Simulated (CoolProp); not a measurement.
Vapour-liquid equilibrium of m-xylene (1) + n-undecane (2) at 383.5 K; x and y are mole fractions of (1).

Values from CoolProp's multi-fluid Helmholtz-energy mixture model, Zhou 2012 and Aleksandrov 2011; pair parameters Bell 2016.

```csv
x,"bubble pressure, mixture model (MPa)","bubble pressure, Raoult's law (MPa)","y, mixture model","y, Raoult's law"
0.05,0.008606,0.008682,0.244,0.252
0.125,0.01125,0.01145,0.465,0.478
0.2,0.01389,0.01423,0.602,0.616
0.275,0.01654,0.01700,0.696,0.709
0.35,0.01922,0.01977,0.765,0.775
0.425,0.02193,0.02255,0.818,0.826
0.5,0.02469,0.02532,0.859,0.865
0.575,0.02748,0.02809,0.893,0.897
0.65,0.03031,0.03086,0.920,0.923
0.725,0.03318,0.03364,0.943,0.944
0.8,0.03608,0.03641,0.962,0.962
0.875,0.03898,0.03918,0.978,0.978
0.95,0.04188,0.04195,0.992,0.992
```

The largest gap from Raoult's law is -2.8 % in bubble pressure, at x = 0.35. No azeotrope shows between x = 0.05 and 0.95.

Pair parameters are fitted to limited data, so mixtures are less certain than the pure fluids.
